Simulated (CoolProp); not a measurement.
Properties of ammonia along the isotherm 465.1 K (Tc = 405.6 K, pc = 11.36 MPa, ω = 0.256).

Model: reference Helmholtz-energy equation of state, Gao 2020, in CoolProp.

```csv
p (MPa),phase,density (kg/m³),cp (kJ/(kg K)),isothermal compressibility (1/MPa),conductivity (mW/(m K)),Prandtl number
0.018,gas,0.07930,2.396,55.58,47.3,0.836
0.0264,gas,0.1163,2.396,37.90,47.3,0.836
0.0387,gas,0.1706,2.397,25.86,47.3,0.836
0.0568,gas,0.2504,2.399,17.63,47.3,0.836
0.0834,gas,0.3679,2.401,12.01,47.4,0.837
0.122,gas,0.5386,2.405,8.217,47.4,0.838
0.18,gas,0.7956,2.410,5.575,47.4,0.839
0.264,gas,1.169,2.417,3.808,47.5,0.840
0.387,gas,1.718,2.428,2.604,47.6,0.842
0.568,gas,2.530,2.445,1.781,47.7,0.846
0.834,gas,3.735,2.470,1.219,47.9,0.850
1.22,gas,5.507,2.506,0.8404,48.2,0.858
1.8,gas,8.225,2.564,0.5768,48.8,0.869
2.64,gas,12.28,2.651,0.4008,49.6,0.885
3.87,gas,18.52,2.792,0.2816,50.9,0.911
5.68,gas,28.40,3.030,0.2013,53.3,0.953
```

Viscosity comes from a separate model (Fenghour 1995). Thermal conductivity comes from a separate model (Tufeu 1984).
